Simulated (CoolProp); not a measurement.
Vapour-liquid equilibrium of isobutene (1) + acetone (2) at 0.36 MPa; x and y are mole fractions of (1).

Values from CoolProp's multi-fluid Helmholtz-energy mixture model, Lemmon 2005 and Lemmon 2006; pair parameters Bell 2016.

**Question.** Give the bubble temperature and the first vapour's composition at x = 0.35, 0.55, 0.85. Is there an azeotrope?

**Answer.** x = 0.35: 320.4 K, y = 0.834; x = 0.55: 313.2 K, y = 0.891; x = 0.85: 306.9 K, y = 0.950. No azeotrope shows between x = 0.05 and 0.95.

The pair parameters rest on a limited set of measurements; away from them the model extrapolates.
